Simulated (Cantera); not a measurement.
Charge: 1 mol C3H6, 61 mol H2, 0.041 mol O2, equilibrated at 2598.15 K and 8250 Torr.

Equilibrium computed with Cantera from the NASA thermochemical tables; the gas is ideal and each condensed phase is pure. Candidate condensed phases: C, C6H6, C7H8, C8H18, H2O; 110 gas species. Rates play no part.

### Question
What is the equilibrium state?

### Answer
| Quantity | Value |
|---|---|
| x(H2) | 0.970 |
| x(C2H2 (acetylene)) | 0.0156 |
| x(H) | 0.0113 |
| x(CH4) | 0.00133 |
| x(CO) | 0.00127 |
| x(CH3) | 0.000273 |
| x(C4H2) | 0.000104 |
| x(C2H4) | 8.67e-5 |
| x(C2H2 (vinylidene)) | 1.67e-5 |
| n(C(graphite)) | 0.757 mol |
| gas amount | 64.34 mol |
